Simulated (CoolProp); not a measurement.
A simple Rankine cycle with the fluoroketone C6F12O (FK-5-1-12): condensing at 289.15 K, boiler at 0.178 MPa, turbine inlet 341.4 K, turbine efficiency 0.65, pump efficiency 0.8, no recuperator. Each further row changes one setting.

Model: reference Helmholtz-energy equation of state, McLinden 2015, in CoolProp.

```tsv
case	thermal efficiency (%)	net work (kJ/kg)	heat in (kJ/kg)	turbine exit temperature (K)	volume ratio over the turbine
as stated	7.1	10.0	140	327.0	6.80
turbine inlet 361.4 K	6.7	10.7	159	347.0	6.69
condensing temperature 281.15 K	8.1	12.0	149	324.6	9.88
boiler pressure 0.125 MPa	5.9	8.30	141	330.2	4.67
turbine efficiency 0.55	6.0	8.46	140	328.8	6.83
```
